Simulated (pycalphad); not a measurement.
CALPHAD calculation (pycalphad, COST 507 light-alloy database (1999)), 1 atm. The data set is of 1999 and partly superseded. Phase fractions are per mole of atoms. Diffusion is slow at the low end, where real alloys seldom reach equilibrium.

**Question.** Give the equilibrium state of Si-3.036Fe (wt.%) at 1097 °C.

**Answer.** DIAMOND_A4, fraction 0.948, with no Fe wt.%; FESI2_H, fraction 0.052, with 46.0 Fe wt.%.

**Question.** Give the equilibrium state of Si-3.036Fe (wt.%) at 497 °C.

**Answer.** 
```
T = 770.00 K, P = 101325 Pa, N = 1 mol of atoms
G = -21482 J/mol, H = 9914 J/mol, S = 40.77 J/(mol K)  (SER reference)
chemical potentials (J/mol): Si -20243, Fe -100175
phase             fraction      x(Si)      x(Fe)
DIAMOND_A4          0.9535     1.0000       none
FESI2_L             0.0465     0.6667     0.3333
```

Database names, with the compositions (at.%) that they take in these runs: FESI2_H: Si 70 Fe 30; FESI2_L: Si 67 Fe 33. DIAMOND_A4 is diamond (Si). An entry "none" or "no" means that the model of the phase leaves that element out.
